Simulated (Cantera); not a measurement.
What does this Cantera script print?

```python
import numpy as np
import cantera as ct

gas = ct.Solution("gri30.yaml")
gas.TPX = 998, 190000, {'CO': 1, 'H2': 0.069, 'CH4': 0.12, 'O2': 0.323, 'N2': 1.42}
reactor = ct.IdealGasConstPressureReactor(gas, energy="on", clone=False)
net = ct.ReactorNet([reactor])
net.rtol, net.atol = 1e-08, 1e-16
show = ['CO', 'H2', 'CH4', 'H', 'O2']
times = np.geomspace(2e-06, 10, 10)

steps = ct.SolutionArray(gas, extra=["t"])
rows = []
print(f"{'t/s':>10s}{'T/K':>9s}{'P/Pa':>11s}" + "".join(f"{s:>11s}" for s in show))
for t in times:
    while net.time < t:
        t_next = net.step()
        steps.append(gas.state, t=t_next)
    rows.append([np.interp(t, steps.t, y) for y in (steps.T, steps.P, *steps(*show).X.T)])
    print(f"{t:10.3e}{rows[-1][0]:9.1f}{rows[-1][1]:11.4g}" + "".join(f"{x:11.3e}" for x in rows[-1][2:]))
rate = np.gradient(steps.T, steps.t)
print("integrator steps:", len(steps.t))
if steps.T.max() > steps.T[0] + 200:
    print(f"time of steepest temperature rise: {steps.t[rate.argmax()]:.4e} s")
gas.TPX = 998, 190000, {'CO': 1, 'H2': 0.069, 'CH4': 0.12, 'O2': 0.323, 'N2': 1.42}
gas.equilibrate("HP")
print(f"equilibrium (HP): T = {gas.T:.1f} K  " + "  ".join(f"{s} {gas[s].X[0]:.3e}" for s in show))
```

Result:

```
       t/s      T/K       P/Pa         CO         H2        CH4          H         O2
 2.000e-06    998.0    1.9e+05  3.411e-01  2.353e-02  4.093e-02  3.294e-11  1.102e-01
 1.110e-05    998.0    1.9e+05  3.411e-01  2.353e-02  4.093e-02  1.514e-10  1.102e-01
 6.162e-05    998.0    1.9e+05  3.411e-01  2.353e-02  4.093e-02  2.988e-10  1.102e-01
 3.420e-04    998.0    1.9e+05  3.411e-01  2.353e-02  4.093e-02  1.616e-09  1.102e-01
 1.898e-03    998.4    1.9e+05  3.410e-01  2.352e-02  4.091e-02  2.767e-07  1.101e-01
 1.054e-02   2294.0    1.9e+05  2.825e-01  3.380e-02  3.666e-12  1.421e-03  1.300e-05
 5.848e-02   2295.0    1.9e+05  2.825e-01  3.383e-02  4.466e-12  1.268e-03  1.029e-05
 3.246e-01   2294.9    1.9e+05  2.825e-01  3.383e-02  4.478e-12  1.267e-03  1.027e-05
 1.802e+00   2294.9    1.9e+05  2.825e-01  3.383e-02  4.478e-12  1.267e-03  1.027e-05
 1.000e+01   2294.9    1.9e+05  2.825e-01  3.383e-02  4.478e-12  1.267e-03  1.027e-05
integrator steps: 2434
time of steepest temperature rise: 8.6606e-03 s
equilibrium (HP): T = 2294.9 K  CO 2.825e-01  H2 3.383e-02  CH4 4.845e-12  H 1.267e-03  O2 1.027e-05
```

Detailed kinetics in Cantera: GRI-Mech 3.0 (53 species, 325 reactions). Below about 1000 K GRI-Mech 3.0 lacks low-temperature oxidation paths.
